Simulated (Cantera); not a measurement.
What does this Cantera script print?

```python
import numpy as np
import cantera as ct

gas_names = """
    AL ALN ALO ALO2 AL2 AL2O AL2O2 N NO NO2 NO3 N2 N2O O O2 O3
""".split()
cond_names = """
    AL(cr) AL(L) ALN(s) AL2O3(a) AL2O3(L)
""".split()


# ... load() reads the species with a 1 bar reference pressure and builds the phases ...
atoms = {
    'Al': {'AL': 1},
    'N2O': {'N': 2, 'O': 1},
    'N2': {'N': 2},
}
top_T = {'ALN(s)': 2750}  # K; cautious upper limits of use, not melting points


# ... equilibrate(T, P, feed) seeds the gas with the atoms and calls Mixture.equilibrate('TP', solver="vcs", rtol=1e-11, max_steps=5000) ...
results = []
feed = {'Al': 1, 'N2O': 11, 'N2': 89}  # mol
P = 360  # Pa
for T in [673, 823, 973, 1123, 1273, 1423, 1573, 1723, 1873, 2023, 2173]:
    mix = equilibrate(T, P, feed)
    results.append((T, P, feed, dict(zip(mix.species_names, mix.species_moles))))
    x = sorted(zip(gas.X, gas.species_names), reverse=True)
    print(f"T = {T:g} K  P = {P:g} Pa  gas = {mix.phase_moles(0):.4g} mol")
    print("   x: " + "  ".join(f"{s} {v:.3e}" for v, s in x if v > 1e-05))
    print("   condensed (mol): " + ("  ".join(f"{mix.phase(i).name} {mix.phase_moles(i):.4g}"
          for i in range(1, mix.n_phases) if mix.phase_moles(i) > 1e-12) or "none"))
```

Result:

```
T = 673 K  P = 360 Pa  gas = 104.7 mol
   x: N2 9.547e-01  O2 4.535e-02
   condensed (mol): AL2O3(a) 0.5
T = 823 K  P = 360 Pa  gas = 104.7 mol
   x: N2 9.547e-01  O2 4.535e-02
   condensed (mol): AL2O3(a) 0.5
T = 973 K  P = 360 Pa  gas = 104.7 mol
   x: N2 9.546e-01  O2 4.534e-02  NO 1.179e-05
   condensed (mol): AL2O3(a) 0.5
T = 1123 K  P = 360 Pa  gas = 104.7 mol
   x: N2 9.546e-01  O2 4.532e-02  NO 5.334e-05
   condensed (mol): AL2O3(a) 0.5
T = 1273 K  P = 360 Pa  gas = 104.8 mol
   x: N2 9.546e-01  O2 4.526e-02  NO 1.690e-04
   condensed (mol): AL2O3(a) 0.5
T = 1423 K  P = 360 Pa  gas = 104.8 mol
   x: N2 9.544e-01  O2 4.513e-02  NO 4.198e-04
   condensed (mol): AL2O3(a) 0.5
T = 1573 K  P = 360 Pa  gas = 104.8 mol
   x: N2 9.542e-01  O2 4.489e-02  NO 8.751e-04  O 3.688e-05
   condensed (mol): AL2O3(a) 0.5
T = 1723 K  P = 360 Pa  gas = 104.8 mol
   x: N2 9.538e-01  O2 4.444e-02  NO 1.601e-03  O 1.998e-04
   condensed (mol): AL2O3(a) 0.5
T = 1873 K  P = 360 Pa  gas = 104.8 mol
   x: N2 9.529e-01  O2 4.359e-02  NO 2.643e-03  O 8.226e-04
   condensed (mol): AL2O3(a) 0.5
T = 2023 K  P = 360 Pa  gas = 104.9 mol
   x: N2 9.514e-01  O2 4.192e-02  NO 4.003e-03  O 2.719e-03
   condensed (mol): AL2O3(a) 0.5
T = 2173 K  P = 360 Pa  gas = 105.1 mol
   x: N2 9.483e-01  O2 3.866e-02  O 7.450e-03  NO 5.585e-03
   condensed (mol): AL2O3(a) 0.5
```

Method: chemical equilibrium by Gibbs-energy minimisation in Cantera with the NASA 1993 tables (ideal gas, pure condensed phases).
